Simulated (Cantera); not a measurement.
NO annealing gas

An isothermal, constant-pressure homogeneous reactor starts with 56.2 % NO, 43.8 % N2, at 1975 K and 1.01 bar.

Detailed kinetics in Cantera: GRI-Mech 3.0 (53 species, 325 reactions).

| t (s) | x NO | x N2 | x O | x NO2 | x O2 | x N2O |
|---|---|---|---|---|---|---|
| 5.00e-5 | 0.562 | 0.438 | 7.19e-6 | 8.97e-6 | 1.96e-7 | 1.47e-5 |
| 0.000288 | 0.562 | 0.438 | 2.51e-5 | 7.56e-5 | 7.99e-6 | 6.71e-5 |
| 0.00165 | 0.561 | 0.439 | 5.69e-5 | 0.000205 | 0.000358 | 0.000143 |
| 0.00952 | 0.555 | 0.441 | 6.45e-5 | 0.000233 | 0.00307 | 0.000144 |
| 0.0548 | 0.524 | 0.457 | 9.34e-5 | 0.000331 | 0.0183 | 0.000126 |
| 0.315 | 0.381 | 0.528 | 0.000172 | 0.000461 | 0.0897 | 6.46e-5 |
| 1.81 | 0.0967 | 0.671 | 0.000267 | 0.000184 | 0.232 | 4.31e-6 |
| 10.4 | 0.00975 | 0.714 | 0.000289 | 2.02e-5 | 0.276 | 4.37e-7 |
| 60.0 | 0.00784 | 0.715 | 0.000290 | 1.63e-5 | 0.277 | 4.24e-7 |
x: mole fraction; the columns are a selection and need not sum to one.

Equilibrium at this temperature and pressure: NO 0.00784, N2 0.715, O 0.000290, NO2 1.63e-5, O2 0.277, N2O 4.24e-7 (gas phase only).
